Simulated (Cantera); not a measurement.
A Cantera script and what it prints.

```python
import numpy as np
import cantera as ct

gas_names = [...]  # 87 gases of nasa_gas.yaml made of C, H, Si
cond_names = """
    C(gr) C6H6(L) C7H8(L) C8H18(L),n-octa Si(cr) Si(L) SiC(b)
""".split()


# ... load() reads the species with a 1 bar reference pressure and builds the phases ...
atoms = {
    'CH3SiH3': {'C': 1, 'H': 6, 'Si': 1},
    'C2H2': {'C': 2, 'H': 2},
    'H2': {'H': 2},
}
top_T = {'C(gr)': 4500, 'SiC(b)': 3050}  # K; cautious upper limits of use, not melting points


# ... equilibrate(T, P, feed) seeds the gas with the atoms and calls Mixture.equilibrate('TP', solver="vcs", rtol=1e-11, max_steps=5000) ...
results = []
feed = {'CH3SiH3': 1, 'C2H2': 0.013, 'H2': 84}  # mol
T = 2325  # K
for P in [100, 220, 460, 1000, 2200, 4600, 10000, 22000, 46000, 100000]:
    mix = equilibrate(T, P, feed)
    results.append((T, P, feed, dict(zip(mix.species_names, mix.species_moles))))

top = {s: max(r[3][s] / sum(r[3][g] for g in gas_names) for r in results) for s in gas_names}
cols = sorted((s for s in top if top[s] > 0.0001), key=lambda s: -top[s])[:5]
seen = [c for c in cond_names if any(r[3].get(c, 0) > 1e-12 for r in results)]
print("log10 of partial pressures in bar; condensed amounts in mol")
print(f"{'P/Pa':>10s}" + "".join(f"{s[:9]:>10s}" for s in cols + seen))
for T, P, feed, n in results:
    ng = sum(n[g] for g in gas_names)
    print(f"{P:10.4g}" + "".join(f"{np.log10(max(n[s] / ng * P / 1e5, 1e-99)):10.3f}" for s in cols)
          + "".join(f"{n.get(c, 0):10.4g}" for c in seen))
```

It prints:

```
log10 of partial pressures in bar; condensed amounts in mol
      P/Pa        H2         H        Si C2H2,acet      SiC2     C(gr)    SiC(b)
       100    -3.157    -3.537    -5.080    -5.468    -5.903   0.03648         0
       220    -2.766    -3.342    -4.723    -5.077    -5.547         0         0
       460    -2.414    -3.166    -4.398    -4.738    -5.233         0         0
      1000    -2.054    -2.986    -4.069    -4.388    -4.915         0         0
      2200    -1.696    -2.807    -3.754    -4.041    -4.611         0         0
      4600    -1.364    -2.640    -3.643    -3.885    -4.677         0    0.3922
     1e+04    -1.018    -2.467    -3.544    -3.737    -4.776         0    0.6455
   2.2e+04    -0.669    -2.293    -3.449    -3.579    -4.871         0    0.7881
   4.6e+04    -0.345    -2.131    -3.367    -3.419    -4.953         0    0.8642
     1e+05    -0.005    -1.961    -3.291    -3.232    -5.029         0    0.9101
```

Equilibrium computed with Cantera from the NASA thermochemical tables; the gas is ideal and each condensed phase is pure. The feed counts by its element totals alone. Gases not in the tables: Si2H6 and higher silanes.
